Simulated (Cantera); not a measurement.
Input: 1 mol Cu2O, 54 mol H2, 0.14 mol H2O, at 1 atm.

Equilibrium computed with Cantera from the NASA thermochemical tables; the gas is ideal and each condensed phase is pure. Candidate condensed phases: Cu, CuO, Cu(OH)2, Cu2O, H2O; 12 gas species. The numbers say what is thermodynamically allowed, not how fast it happens. All values below are at 1400 °C.

Base state: H2 0.979, H2O 0.0211, H 0.000112, Cu 0.000110 (mole fractions); condensed: Cu(l).

Task: What changes in the equilibrium state with this change: 0.091 mol CO2 added?

Result: 
```tsv
species	before	after
H2	0.979	0.975
H2O	0.0211	0.0227
CO	0	0.00167
Cu	0.000110	0.000110
CO2	0	1.17e-5
H	0.000112	0.000112
Cu(l), mol	1.99	1.99
```
Further candidate phases: C, C6H6, C7H8, C8H18.
